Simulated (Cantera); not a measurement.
Cantera run:

```python
import numpy as np
import cantera as ct

gas_names = [...]  # 109 gases of nasa_gas.yaml made of C, Cl, H, Si
cond_names = """
    C(gr) C6H6(L) C7H8(L) C8H18(L),n-octa Si(cr) Si(L) SiC(b)
""".split()


# ... load() reads the species with a 1 bar reference pressure and builds the phases ...
atoms = {
    'CH3SiCl3': {'C': 1, 'H': 3, 'Si': 1, 'CL': 3},
    'C2H4': {'C': 2, 'H': 4},
    'H2': {'H': 2},
}
top_T = {'C(gr)': 4500, 'SiC(b)': 3050}  # K; cautious upper limits of use, not melting points


# ... equilibrate(T, P, feed) seeds the gas with the atoms and calls Mixture.equilibrate('TP', solver="vcs", rtol=1e-11, max_steps=5000) ...
results = []
feed = {'CH3SiCl3': 1, 'C2H4': 0.75, 'H2': 1700}  # mol
P = 10000  # Pa
for T in [2073, 2098, 2123, 2148, 2173, 2198, 2223, 2248, 2273, 2298, 2323, 2348, 2373]:
    mix = equilibrate(T, P, feed)
    results.append((T, P, feed, dict(zip(mix.species_names, mix.species_moles))))
    x = sorted(zip(gas.X, gas.species_names), reverse=True)
    print(f"T = {T:g} K  P = {P:g} Pa  gas = {mix.phase_moles(0):.4g} mol")
    print("   x: " + "  ".join(f"{s} {v:.3e}" for v, s in x if v > 0.001))
    print("   condensed (mol): " + ("  ".join(f"{mix.phase(i).name} {mix.phase_moles(i):.4g}"
          for i in range(1, mix.n_phases) if mix.phase_moles(i) > 1e-12) or "none"))
```

It prints:

```
T = 2073 K  P = 10000 Pa  gas = 1712 mol
   x: H2 9.893e-01  H 8.272e-03  HCL 1.739e-03
   condensed (mol): SiC(b) 0.7247
T = 2098 K  P = 10000 Pa  gas = 1713 mol
   x: H2 9.878e-01  H 9.672e-03  HCL 1.735e-03
   condensed (mol): SiC(b) 0.5973
T = 2123 K  P = 10000 Pa  gas = 1715 mol
   x: H2 9.861e-01  H 1.127e-02  HCL 1.731e-03
   condensed (mol): SiC(b) 0.4201
T = 2148 K  P = 10000 Pa  gas = 1716 mol
   x: H2 9.841e-01  H 1.307e-02  HCL 1.726e-03
   condensed (mol): SiC(b) 0.1781
T = 2173 K  P = 10000 Pa  gas = 1718 mol
   x: H2 9.819e-01  H 1.512e-02  HCL 1.722e-03
   condensed (mol): none
T = 2198 K  P = 10000 Pa  gas = 1720 mol
   x: H2 9.796e-01  H 1.743e-02  HCL 1.717e-03
   condensed (mol): none
T = 2223 K  P = 10000 Pa  gas = 1723 mol
   x: H2 9.770e-01  H 2.002e-02  HCL 1.712e-03
   condensed (mol): none
T = 2248 K  P = 10000 Pa  gas = 1725 mol
   x: H2 9.741e-01  H 2.293e-02  HCL 1.706e-03
   condensed (mol): none
T = 2273 K  P = 10000 Pa  gas = 1728 mol
   x: H2 9.708e-01  H 2.617e-02  HCL 1.700e-03
   condensed (mol): none
T = 2298 K  P = 10000 Pa  gas = 1731 mol
   x: H2 9.672e-01  H 2.979e-02  HCL 1.693e-03
   condensed (mol): none
T = 2323 K  P = 10000 Pa  gas = 1735 mol
   x: H2 9.632e-01  H 3.380e-02  HCL 1.684e-03
   condensed (mol): none
T = 2348 K  P = 10000 Pa  gas = 1739 mol
   x: H2 9.588e-01  H 3.824e-02  HCL 1.675e-03
   condensed (mol): none
T = 2373 K  P = 10000 Pa  gas = 1743 mol
   x: H2 9.539e-01  H 4.313e-02  HCL 1.665e-03
   condensed (mol): none
```

Method: chemical equilibrium by Gibbs-energy minimisation in Cantera with the NASA 1993 tables (ideal gas, pure condensed phases). The feed counts by its element totals alone. Gases not in the tables: Si2H6 and higher silanes.
